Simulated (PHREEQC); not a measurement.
## Spent oxide etchant: speciation

Consider water at 60 °C with 13 mmol/kgw HF, 100 mmol/kgw (NH4)2SiF6, 57 mmol/kgw H3PO4 and 9.6 mmol/kgw HCl. Closed to the air; pH follows from the charge balance.

Model: ion-association model, phreeqc.dat, run in PHREEQC.

No solid was allowed to form.

**Question.** Estimate the pH, density.

**Answer.** pH 1.73; density 0.996 g/cm³.

**Question.** In which forms is F present?

**Answer.** SiF6-2 97 %, HF 3.0 % of the F.

Examples of supersaturated solids here: Quartz (slow to form), Chalcedony (slow to form). Others may be too. Away from 25 °C the constants follow the database's enthalpies or fits; those with neither stay at their 25 °C values. SiF6-2 is the database's only silicon fluoride.
